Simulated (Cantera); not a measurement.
What does this Cantera script print?

```python
import numpy as np
import cantera as ct

gas_names = """
    O2 H2O
""".split()
cond_names = """
    Sr(L) SrO(s) SrO2H2(L)
""".split()


def load(file, names, dense=False):
    # The tables refer to 1 bar. Condensed volumes are neglected.
    table = {s.name: s for s in ct.Species.list_from_file(file)}
    out = []
    for n in names:
        d = dict(table[n].input_data)
        d["thermo"] = dict(d["thermo"], **{"reference-pressure": 1e5})
        if dense:
            d["equation-of-state"] = {"model": "constant-volume", "density": "1e6 g/cm^3"}
        out.append(ct.Species.from_dict(d))
    return out


species = {s.name: s for s in load("nasa_gas.yaml", gas_names) + load("nasa_condensed.yaml", cond_names)}
T = 1050
g = {n: (s.thermo.h(T) - T * s.thermo.s(T)) / (ct.gas_constant * T * np.log(10)) for n, s in species.items()}
valid = cond_names  # the entries whose range holds T


def stable(la, lb):
    # potentials (over RT ln 10) of the two non-metals from log10 p(O2) and log10 p(H2O) in bar
    mu = {}
    mu["O"] = (g["O2"] + la) / 2
    mu["H"] = (g["H2O"] + lb - 1 * mu["O"]) / 2
    cost = {}
    for n in valid:
        c = species[n].composition
        cost[n] = (g[n] - sum(c.get(e, 0) * m for e, m in mu.items())) / c["Sr"]
    return min(cost, key=cost.get)


results = []
for lb in [1, -1.6, -4.2, -6.9, -9.5, -12.1, -14.8, -17.4, -20]:
    row = [stable(la, lb) for la in [-24, -22.9, -21.7, -20.6, -19.5, -18.3, -17.2, -16, -14.9, -13.8, -12.6, -11.5, -10.4, -9.2, -8.1, -7, -5.8, -4.7, -3.5, -2.4, -1.3, -0.1, 1]]
    results.append(row)
    print(f"{lb:6.1f}  " + " ".join(f"{valid.index(n):x}" for n in row))
print("key: " + ", ".join(f"{i:x} {n}" for i, n in enumerate(valid)))
```

Result:

```
   1.0  2 2 2 2 2 2 2 2 2 2 2 2 2 2 2 2 2 2 2 2 2 2 2
  -1.6  1 1 1 1 1 1 1 1 1 1 1 1 1 1 1 1 1 1 1 1 1 1 1
  -4.2  1 1 1 1 1 1 1 1 1 1 1 1 1 1 1 1 1 1 1 1 1 1 1
  -6.9  1 1 1 1 1 1 1 1 1 1 1 1 1 1 1 1 1 1 1 1 1 1 1
  -9.5  1 1 1 1 1 1 1 1 1 1 1 1 1 1 1 1 1 1 1 1 1 1 1
 -12.1  1 1 1 1 1 1 1 1 1 1 1 1 1 1 1 1 1 1 1 1 1 1 1
 -14.8  1 1 1 1 1 1 1 1 1 1 1 1 1 1 1 1 1 1 1 1 1 1 1
 -17.4  1 1 1 1 1 1 1 1 1 1 1 1 1 1 1 1 1 1 1 1 1 1 1
 -20.0  1 1 1 1 1 1 1 1 1 1 1 1 1 1 1 1 1 1 1 1 1 1 1
key: 0 Sr(L), 1 SrO(s), 2 SrO2H2(L)
```

Source: NASA polynomial tables (part measured, part estimated), evaluated in Cantera. Not in the tables: the peroxide. Part of the grid cannot be reached: there another gas would pass 10 bar, or a non-metal would condense.
